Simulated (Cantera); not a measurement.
An adiabatic, constant-pressure homogeneous reactor starts with CO : H₂ : CH₄ : O₂ : N₂ = 1 : 1.1 : 0.071 : 2.21 : 8.3 (molar parts), at 1525 K and 158 Torr. Integrator tolerance rtol = 1e-08.

Detailed kinetics in Cantera: GRI-Mech 3.0 (53 species, 325 reactions).

Question: What does this change do: initial temperature 1525 to 1775 K?

Answer: 
```
quantity                                                            before                                    after
---------------------------------  ---------------------------------------  ---------------------------------------
time of steepest temperature rise                                  76.2 µs                                  39.1 µs
temperature at 2.00 s                                               2494 K                                   2586 K
equilibrium temperature                                             2494 K                                   2586 K
x(CO) at 2.00 s                      0.0193 (gas-phase equilibrium 0.0193)    0.0270 (gas-phase equilibrium 0.0270)
x(H₂) at 2.00 s                    0.00400 (gas-phase equilibrium 0.00400)  0.00573 (gas-phase equilibrium 0.00573)
x(CH₄) at 2.00 s                     <1e-12 (gas-phase equilibrium <1e-12)    <1e-12 (gas-phase equilibrium <1e-12)
x(NO) at 2.00 s                      0.0134 (gas-phase equilibrium 0.0134)    0.0156 (gas-phase equilibrium 0.0156)
x(N₂O) at 2.00 s                   3.20e-7 (gas-phase equilibrium 3.20e-7)  3.70e-7 (gas-phase equilibrium 3.70e-7)
x(HCO) at 2.00 s                   1.97e-9 (gas-phase equilibrium 1.97e-9)  4.29e-9 (gas-phase equilibrium 4.29e-9)
x(C₂H₂) at 2.00 s                    <1e-12 (gas-phase equilibrium <1e-12)    <1e-12 (gas-phase equilibrium <1e-12)
```

Question: What does this change do: O2 2.21 to 0.92 parts?

Answer: 
```tsv
quantity	before	after
time of steepest temperature rise	76.2 µs	0.128 ms
temperature at 2.00 s	2494 K	2454 K
equilibrium temperature	2494 K	2454 K
x(CO) at 2.00 s	0.0193 (gas-phase equilibrium 0.0193)	0.0491 (gas-phase equilibrium 0.0491)
x(H₂) at 2.00 s	0.00400 (gas-phase equilibrium 0.00400)	0.0151 (gas-phase equilibrium 0.0151)
x(CH₄) at 2.00 s	<1e-12 (gas-phase equilibrium <1e-12)	<1e-12 (gas-phase equilibrium <1e-12)
x(NO) at 2.00 s	0.0134 (gas-phase equilibrium 0.0134)	0.00297 (gas-phase equilibrium 0.00297)
x(N₂O) at 2.00 s	3.20e-7 (gas-phase equilibrium 3.20e-7)	7.46e-8 (gas-phase equilibrium 7.46e-8)
x(HCO) at 2.00 s	1.97e-9 (gas-phase equilibrium 1.97e-9)	8.65e-9 (gas-phase equilibrium 8.65e-9)
x(C₂H₂) at 2.00 s	<1e-12 (gas-phase equilibrium <1e-12)	<1e-12 (gas-phase equilibrium <1e-12)
```
